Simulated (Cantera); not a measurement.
A diamond (100) surface in a fixed gas of H2 with x(CH4) = 0.011, x(H) = 0.013, x(CH3) = 0.00011, 0.0970 bar; coverages are run to steady state.

Model: the Harris–Goodwin 1993 mechanism for the reconstructed diamond (100) surface, integrated in Cantera.

θ: site fractions in the mechanism's names (c6HH fully hydrogenated, c6H* and c6*H radical sites, c6** diradical, c6HM methylated).

| T (K) | growth (µm/h) | θ c6HH | θ c6H* | θ c6*H | θ c6** | θ c6HM |
|---|---|---|---|---|---|---|
| 950 | 4.40 | 0.639 | 0.0143 | 0.333 | 0.00669 | 0.00567 |
| 1000 | 5.60 | 0.593 | 0.0185 | 0.372 | 0.00974 | 0.00457 |
| 1050 | 6.83 | 0.550 | 0.0231 | 0.408 | 0.0136 | 0.00367 |
| 1100 | 7.89 | 0.509 | [?] | 0.440 | [?] | [?] |
| 1150 | 8.38 | 0.472 | 0.0332 | 0.467 | 0.0240 | 0.00216 |
| 1200 | 7.87 | 0.438 | 0.0386 | 0.490 | 0.0305 | 0.00143 |
| 1250 | 6.46 | 0.407 | 0.0440 | 0.510 | 0.0378 | 0.000817 |
| 1300 | [?] | 0.379 | [?] | 0.525 | [?] | [?] |
| 1350 | 3.96 | 0.353 | 0.0547 | 0.537 | 0.0544 | 0.000184 |
| 1400 | 3.54 | 0.330 | 0.0599 | 0.546 | 0.0636 | 8.02e-5 |

What belongs in the gaps?


- 1100, θ c6H*: 0.0280
- 1100, θ c6**: 0.0183
- 1100, θ c6HM: 0.00290
- 1300, growth (µm/h): 4.94
- 1300, θ c6H*: 0.0494
- 1300, θ c6**: 0.0458
- 1300, θ c6HM: 0.000404
